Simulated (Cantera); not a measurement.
Feed: 1 mol Si₂Cl₆, 0.25 mol HCl, 56 mol N₂, held at 1300 K and 0.0540 bar.

These are equilibrium values from Cantera (NASA tables, ideal gas, pure condensed phases), not measurements of a reactor. Candidate condensed phases: NH₄Cl, Si, Si₃N₄; 28 gas species. The feed counts by its element totals alone. N₂ is the only nitrogen source here; it is nearly inert below about 1500 K, so the nitride shown seldom forms there in practice. The tables' values for SiCl₃ are old estimates; treat these amounts as uncertain. Kinetics and transport are ignored.

Base state: N₂ 0.969, SiCl₄ 0.0243, HCl 0.00429, SiCl₃ 0.00187, SiCl₂ 0.000858, H₂ 2.57e-5 (mole fractions); condensed: Si₃N₄(s).

### Question
What changes in the equilibrium state with this change: temperature from 1300 K to 1473 K?

### Answer
```tsv
species	before	after
N₂	0.969	0.962
SiCl₄	0.0243	0.0137
SiCl₂	0.000858	0.0132
Cl	3.40e-6	3.53e-5
SiCl₃	0.00187	0.00727
H₂	2.57e-5	2.80e-5
HCl	0.00429	0.00423
Si₃N₄(s), mol	0.149	0.00345
```
